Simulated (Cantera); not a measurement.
An adiabatic, constant-volume homogeneous reactor starts with CH₄ : C₂H₆ : C₃H₈ : O₂ : N₂ = 1 : 0.28 : 1.3 : 21.1 : 79.2 (molar parts), equivalence ratio 0.45, at 1200 K and 10.0 bar. Integrator tolerance rtol = 1e-08.

Detailed kinetics in Cantera: GRI-Mech 3.0 (53 species, 325 reactions). GRI-Mech 3.0 was tuned for natural gas; its chemistry of propane as a main component is partial and can be far from experiment.

| quantity | before | after |
|---|---|---|
| time of steepest temperature rise | 0.831 ms | 3.87 ms |
| temperature at 4.00 s | 2384 K | 2308 K |
| equilibrium temperature | 2384 K | 2308 K |
| x(CH₄) at 4.00 s | <1e-12 (gas-phase equilibrium <1e-12) | <1e-12 (gas-phase equilibrium <1e-12) |
| x(C₂H₆) at 4.00 s | <1e-12 (gas-phase equilibrium <1e-12) | <1e-12 (gas-phase equilibrium <1e-12) |
| x(C₃H₈) at 4.00 s | <1e-12 (gas-phase equilibrium <1e-12) | <1e-12 (gas-phase equilibrium <1e-12) |
| x(CO) at 4.00 s | 0.000691 (gas-phase equilibrium 0.000691) | 0.000426 (gas-phase equilibrium 0.000426) |
| x(C₂H₂) at 4.00 s | <1e-12 (gas-phase equilibrium <1e-12) | <1e-12 (gas-phase equilibrium <1e-12) |
| x(C₂H) at 4.00 s | <1e-12 (gas-phase equilibrium <1e-12) | <1e-12 (gas-phase equilibrium <1e-12) |
| x(NO) at 4.00 s | 0.0128 (gas-phase equilibrium 0.0128) | 0.0111 (gas-phase equilibrium 0.0111) |

**Question.** Name the change that produced these shifts.
A. initial temperature 1200 to 1100 K
B. initial temperature 1200 to 1150 K
C. C3H8 1.3 to 2.9 parts
D. pressure from 10.0 bar to 11.0 bar

**Answer.** A, initial temperature 1200 to 1100 K
